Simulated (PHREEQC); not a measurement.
A solution holds 0.0092 mol CuSO4, 0.019 mol HNO3 and 0.0035 mol KCl per kg of water, at 25 °C. Closed to the air; pH follows from the charge balance.

All values are PHREEQC results (ion-association model, wateq4f.dat), not measurements.

### Question
The ionic strength comes out as 0.0464 mol/kgw. What activity coefficients do SO4-2, K+, CuCl+, HSO4-, NO3- get?

### Answer
SO4-2 0.47, K+ 0.82, CuCl+ 0.82, HSO4- 0.83, NO3- 0.81.

Precipitation was switched off in this run.
